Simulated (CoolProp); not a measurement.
CH3F (R41) at 298.15 K and 1.71 MPa is throttled through a valve to 0.592 MPa with no heat exchange. Each further row changes one setting.

Model: reference Helmholtz-energy equation of state, Lemmon 2006, in CoolProp. It is a short technical equation, of lower accuracy than the large ones.

| case | temperature change (K) | final density (kg/m³) |
|---|---|---|
| as stated | -21.6 | ? |
| outlet pressure 0.178 MPa | ? | 2.79 |
| outlet pressure 0.77 MPa | -17.8 | ? |

Problem. Complete the blanks.

Solution. 
- as stated, final density (kg/m³): 9.37
- outlet pressure 0.178 MPa, temperature change (K): -31.3
- outlet pressure 0.77 MPa, final density (kg/m³): 12.2
